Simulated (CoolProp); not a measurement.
Saturation properties of fluoroethane (R161).

The numbers come from the reference Helmholtz-energy equation of state, Wu 2012 in CoolProp.

| T (°C) | p (MPa) | vapour density (kg/m³) |
|---|---|---|
| -18.55 | 0.2254 | 5.450 |
| -9.65 | 0.3136 | 7.456 |
| -0.85 | 0.4247 | 9.968 |
| 7.95 | 0.5631 | 13.11 |
| 16.85 | 0.7352 | 17.05 |
| 25.65 | 0.9410 | 21.86 |
| 34.55 | 1.190 | 27.83 |
| 43.35 | 1.480 | 35.10 |
| 52.15 | 1.820 | 44.08 |
| 61.05 | 2.218 | 55.45 |

It boils at -37.6 °C under 1 atm.
